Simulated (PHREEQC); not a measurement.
**Copper plating or etch bath**

Dissolve 1.04 mmol/kgw CuSO4 and 7.2 mmol/kgw HCl at 20 °C. Closed to the air; pH follows from the charge balance.

All values are PHREEQC results (ion-association model, wateq4f.dat), not measurements.

This is a speciation only: nothing precipitates in the calculation.

**Question.** Predict the pH, ionic strength.

**Answer.** pH 2.20; ionic strength 0.0105 mol/kgw.

**Question.** In which forms is S present?

**Answer.** SO4-2 67 %, HSO4- 27 %, CuSO4 5.7 % of the S.
